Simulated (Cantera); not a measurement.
Input: 1 mol SiHCl3, 10 mol H2, held at 0.120 bar.

Equilibrium computed with Cantera from the NASA thermochemical tables; the gas is ideal and each condensed phase is pure. Candidate condensed phases: Si; 19 gas species. The tables' values for SiCl, SiCl3 are old estimates; treat these amounts as uncertain. Gases not in the tables: Si2H6 and higher silanes. Kinetics and transport are ignored.

x: gas mole fraction; n: condensed amount in mol.

| T (K) | x H2 | x HCl | x H | x SiCl2 | x Si | x Cl | n Si(s) | n Si(l) |
|---|---|---|---|---|---|---|---|---|
| 1548 | 0.819 | 0.118 | 8.05e-5 | 0.0561 | 2.65e-7 | 9.22e-6 | 0.248 | 0 |
| 1648 | 0.817 | 0.118 | 0.000232 | 0.0606 | 2.15e-6 | 2.63e-5 | 0.230 | 0 |
| 1748 | 0.814 | 0.122 | 0.000595 | 0.0609 | 1.21e-5 | 6.88e-5 | 0 | [?] |
| 1848 | 0.810 | 0.128 | 0.00138 | 0.0587 | 5.23e-5 | 0.000166 | 0 | [?] |
| 1948 | 0.805 | 0.133 | 0.00293 | 0.0564 | 0.000194 | 0.000364 | 0 | 0.304 |
| 2048 | 0.799 | 0.138 | 0.00578 | 0.0539 | 0.000630 | 0.000738 | 0 | 0.323 |
| 2148 | 0.791 | 0.141 | 0.0107 | 0.0512 | 0.00183 | 0.00140 | 0 | 0.327 |
| 2248 | 0.779 | 0.143 | 0.0187 | 0.0483 | 0.00484 | 0.00249 | 0 | [?] |
| 2348 | 0.759 | 0.143 | 0.0311 | 0.0449 | 0.0118 | 0.00418 | 0 | [?] |
| 2448 | 0.727 | 0.140 | 0.0490 | 0.0404 | 0.0260 | 0.00669 | 0 | 0 |
| 2548 | 0.688 | 0.151 | 0.0740 | 0.0291 | 0.0347 | 0.0115 | 0 | 0 |

Fill in the missing entries.


- 1748, n Si(l): 0.244
- 1848, n Si(l): 0.276
- 2248, n Si(l): 0.300
- 2348, n Si(l): 0.207
